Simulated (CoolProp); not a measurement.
A single-stage vapour-compression cycle with R113: evaporating at 302.15 K (dew point), condensing at 364.15 K (bubble point), superheat 0 K, subcooling 8 K, compressor efficiency 0.85, no pressure losses. Each further row changes one setting.

Model: reference Helmholtz-energy equation of state, Marx 1992, in CoolProp.

```json
[
 {"case": "as stated", "cooling COP": "3.30", "pressure ratio": "6.71", "discharge temperature (K)": "364.2", "refrigerating effect (kJ/kg)": "98.7", "volumetric capacity (kJ/m³)": "396"},
 {"case": "evaporating temperature 307.15 K", "cooling COP": "3.75", "pressure ratio": "5.57", "discharge temperature (K)": "364.2", "refrigerating effect (kJ/kg)": "102", "volumetric capacity (kJ/m³)": "486"},
 {"case": "condensing temperature 359.15 K", "cooling COP": "3.71", "pressure ratio": "5.92", "discharge temperature (K)": "359.1", "refrigerating effect (kJ/kg)": "104", "volumetric capacity (kJ/m³)": "415"},
 {"case": "subcooling 13 K", "cooling COP": "3.47", "pressure ratio": "6.71", "discharge temperature (K)": "364.2", "refrigerating effect (kJ/kg)": "104", "volumetric capacity (kJ/m³)": "415"},
 {"case": "superheat 10 K", "cooling COP": "3.36", "pressure ratio": "6.71", "discharge temperature (K)": "364.2", "refrigerating effect (kJ/kg)": "105", "volumetric capacity (kJ/m³)": "408"},
 {"case": "compressor efficiency 0.75", "cooling COP": "2.92", "pressure ratio": "6.71", "discharge temperature (K)": "364.2", "refrigerating effect (kJ/kg)": "98.7", "volumetric capacity (kJ/m³)": "396"}
]
```

The compression ends wet for: as stated; evaporating temperature 307.15 K; condensing temperature 359.15 K; subcooling 13 K; superheat 10 K; compressor efficiency 0.75.
